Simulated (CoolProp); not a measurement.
Vapour-liquid equilibrium of ethane (1) + propane (2) at 0.386 MPa; x and y are mole fractions of (1).

Values from CoolProp's multi-fluid Helmholtz-energy mixture model, Bücker 2006 and Lemmon 2009; pair parameters Kunz 2012.

```json
[
 {"x": "0.05", "bubble temperature (°C)": "-11.9", "y at the bubble point": "0.187", "dew temperature at overall composition x (°C)": "___", "liquid density (mol/L)": "12.45"},
 {"x": "0.2", "bubble temperature (°C)": "-24.8", "y at the bubble point": "0.549", "dew temperature at overall composition x (°C)": "-12.3", "liquid density (mol/L)": "13.20"},
 {"x": "0.35", "bubble temperature (°C)": "___", "y at the bubble point": "0.742", "dew temperature at overall composition x (°C)": "-17.1", "liquid density (mol/L)": "13.89"},
 {"x": "0.5", "bubble temperature (°C)": "-42.3", "y at the bubble point": "0.855", "dew temperature at overall composition x (°C)": "-22.8", "liquid density (mol/L)": "___"},
 {"x": "0.65", "bubble temperature (°C)": "-48.7", "y at the bubble point": "0.923", "dew temperature at overall composition x (°C)": "-29.5", "liquid density (mol/L)": "15.24"},
 {"x": "0.8", "bubble temperature (°C)": "-53.9", "y at the bubble point": "0.966", "dew temperature at overall composition x (°C)": "-38.3", "liquid density (mol/L)": "15.91"},
 {"x": "0.95", "bubble temperature (°C)": "-58.2", "y at the bubble point": "0.993", "dew temperature at overall composition x (°C)": "-51.8", "liquid density (mol/L)": "16.58"}
]
```

Q: Fill in the missing entries.

A: 
- 0.05, dew temperature at overall composition x (°C): -7.9
- 0.35, bubble temperature (°C): -34.6
- 0.5, liquid density (mol/L): 14.57

No azeotrope shows between x = 0.05 and 0.95.

Pair parameters are fitted to limited data, so mixtures are less certain than the pure fluids.
